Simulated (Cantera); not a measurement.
A perfectly stirred reactor is fed with CH4 : H2 : H = 0.018 : 1 : 0.0083 (molar parts), at 20.0 Torr; it is held at 1423 K, and followed from long to short residence time.

Cantera simulation using GRI-Mech 3.0 (53 species, 325 reactions); the numbers are that mechanism's predictions, not measurements. GRI-Mech 3.0 stops at C3 and has no aromatics, soot or wall deposition, so with more carbon than oxygen in the feed, carbon stays in small species such as C2H2 where larger ones or solid carbon would form. Radical loss at walls, strong at low pressure, is not modelled.

Predict: x(CH4) at τ = 3.20 s; x(H2) at τ = 3.20 s; x(H) at τ = 3.20 s; x(C2H2) at τ = 3.20 s; x(C2H4) at τ = 3.20 s; x(CH4) at τ = 8.60 ms; x(H2) at τ = 8.60 ms; x(H) at τ = 8.60 ms; x(C2H2) at τ = 8.60 ms; x(C2H4) at τ = 8.60 ms.


- x(CH4) at τ = 3.20 s = 0.0148
- x(H2) at τ = 3.20 s = 0.984
- x(H) at τ = 3.20 s = 0.000179
- x(C2H2) at τ = 3.20 s = 0.00129
- x(C2H4) at τ = 3.20 s = 4.21e-5
- x(CH4) at τ = 8.60 ms = 0.0161
- x(H2) at τ = 8.60 ms = 0.980
- x(H) at τ = 8.60 ms = 0.00245
- x(C2H2) at τ = 8.60 ms = 0.000217
- x(C2H4) at τ = 8.60 ms = 7.83e-5
